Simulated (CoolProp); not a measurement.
Aqueous ethylene glycol as a coolant, 49 % by mass, freezing at -34.6 °C, 1 atm.

Values from CoolProp's Melinder's fits for secondary coolants.

| T (°C) | Prandtl number | conductivity (W/(m K)) | viscosity (mPa s) | cp (kJ/(kg K)) |
|---|---|---|---|---|
| -17.4 | 155 | 0.369 | 18.3 | 3.128 |
| -13.7 | 127 | 0.371 | 15.0 | 3.149 |
| -10 | 105 | 0.374 | 12.3 | 3.170 |
| -6.3 | 87.2 | 0.376 | 10.3 | 3.191 |
| -2.7 | 73.6 | 0.378 | 8.67 | 3.211 |
| 1 | 62.4 | 0.381 | 7.36 | 3.232 |
| 4.7 | 53.4 | 0.383 | 6.29 | 3.252 |
| 8.4 | 46.1 | 0.385 | 5.43 | 3.272 |
| 12.1 | 40.1 | 0.388 | 4.72 | 3.292 |
| 15.8 | 35.1 | 0.390 | 4.14 | 3.311 |
| 19.5 | 31.0 | 0.392 | 3.65 | 3.330 |
| 23.2 | 27.6 | 0.395 | 3.25 | 3.349 |
| 26.9 | 24.6 | 0.397 | 2.90 | 3.368 |
| 30.6 | 22.2 | 0.399 | 2.61 | 3.386 |
